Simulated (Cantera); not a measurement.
Cantera run:

```python
import numpy as np
import cantera as ct

gas_names = """
    CL CL2 H HCL H2 Si SiCL SiCL2 SiCL3 SiCL4 SiH SiHCL3 SiH2 SiH2CL2 SiH3 SiH3CL SiH4 Si2 Si3
""".split()
cond_names = """
    Si(cr) Si(L)
""".split()


def load(file, names, dense=False):
    # The tables refer to 1 bar. Condensed volumes are neglected.
    table = {s.name: s for s in ct.Species.list_from_file(file)}
    out = []
    for n in names:
        d = dict(table[n].input_data)
        d["thermo"] = dict(d["thermo"], **{"reference-pressure": 1e5})
        if dense:
            d["equation-of-state"] = {"model": "constant-volume", "density": "1e6 g/cm^3"}
        out.append(ct.Species.from_dict(d))
    return out


gas = ct.Solution(thermo="ideal-gas", species=load("nasa_gas.yaml", gas_names))
cond = {s.name: ct.Solution(thermo="fixed-stoichiometry", species=[s], name=s.name)
        for s in load("nasa_condensed.yaml", cond_names, dense=True)}
atoms = {
    'Si': {'Si': 1},
    'HCl': {'H': 1, 'CL': 1},
    'H2': {'H': 2},
}
top_T = {}  # K; cautious upper limits of use, not melting points


def equilibrate(T, P, feed):
    n = {}
    for name, mol in feed.items():
        for a, k in atoms[name].items():
            n[a] = n.get(a, 0.0) + k * mol
    gas.TPX = T, P, n
    mass = sum(n.values()) * gas.mean_molecular_weight
    gas.equilibrate("TP")
    valid = [c for c in cond.values() if c.min_temp <= T <= top_T.get(c.name, c.max_temp)]
    mix = ct.Mixture([(gas, mass / gas.mean_molecular_weight)] + [(c, 0.0) for c in valid])
    mix.T, mix.P = T, P
    mix.equilibrate("TP", solver="vcs", rtol=1e-11, max_steps=5000)
    return mix


results = []
feed = {'Si': 1, 'HCl': 0.61, 'H2': 1.4}  # mol
T = 1548  # K
P = 430000  # Pa
mix = equilibrate(T, P, feed)
results.append((T, P, feed, dict(zip(mix.species_names, mix.species_moles))))
print(gas.report(threshold=0.0001))
for i in range(1, mix.n_phases):
    print(f"{mix.phase(i).name:16s} {mix.phase_moles(i):12.5e} mol")
```

Result:

```
       temperature   1548 K
          pressure   4.3e+05 Pa
           density   0.51049 kg/m^3
  mean mol. weight   15.28 kg/kmol
   phase of matter   gas

                          1 kg             1 kmol
                     ---------------   ---------------
          enthalpy        2.9511e+05        4.5092e+06  J
   internal energy       -5.4723e+05       -8.3616e+06  J
           entropy             13046        1.9933e+05  J/K
    Gibbs function       -1.9899e+07       -3.0406e+08  J
 heat capacity c_p            2403.1             36719  J/K
 heat capacity c_v            1858.9             28404  J/K

                      mass frac. Y      mole frac. X     chem. pot. / RT
                     ---------------   ---------------   ---------------
               HCL           0.22109          0.092661            -33.59
                H2           0.10889           0.82527           -17.428
             SiCL2           0.22428          0.034621           -54.416
             SiCL3           0.11901          0.013527           -79.293
             SiCL4           0.16452          0.014797           -104.17
            SiHCL3           0.14268          0.016097           -88.007
           SiH2CL2          0.018861         0.0028533           -71.845
            SiH3CL        0.00065238        0.00014977           -55.683
     [  +11 minor]         1.817e-05         2.098e-05

Si(cr)            8.41520e-01 mol
```

Equilibrium computed with Cantera from the NASA thermochemical tables; the gas is ideal and each condensed phase is pure. The tables' values for SiCl3 are old estimates; treat these amounts as uncertain.
